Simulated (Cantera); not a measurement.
A closed system holds: 1 mol CuO, 7.8 mol H₂, 36 mol N₂, equilibrated at 1.80 bar.

Equilibrium computed with Cantera from the NASA thermochemical tables; the gas is ideal and each condensed phase is pure. Candidate condensed phases: Cu, CuO, Cu(OH)₂, Cu₂O, H₂O; 27 gas species. Kinetics and transport are ignored.

x: gas mole fraction; n: condensed amount in mol.

```
T (K)   x N₂   x H₂   x H₂O      x Cu  x H    x NH₃  n Cu(s)  n Cu(l)
-----  -----  -----  ------  --------  ---  -------  -------  -------
1100   0.822  0.155  0.0228  3.31e-10    ?  3.17e-5     1.00        0
1200   0.822  0.155  0.0228   6.82e-9    ?  1.91e-5     1.00        0
1300   0.822  0.155  0.0228   8.76e-8    ?  1.24e-5    1.000        0
1400   0.822  0.155  0.0228   7.49e-7    ?  8.54e-6        0    1.000
1500   0.822  0.155  0.0228   4.57e-6    ?  6.18e-6        0    1.000
1600   0.822  0.155  0.0228   2.21e-5    ?  4.66e-6        0    0.999
1700   0.822  0.155  0.0228   8.82e-5    ?  3.63e-6        0    0.996
```

**Question.** Complete the blanks.

**Answer.** 
- 1100, x H: 7.59e-9
- 1200, x H: 5.80e-8
- 1300, x H: 3.25e-7
- 1400, x H: 1.43e-6
- 1500, x H: 5.17e-6
- 1600, x H: 1.60e-5
- 1700, x H: 4.33e-5
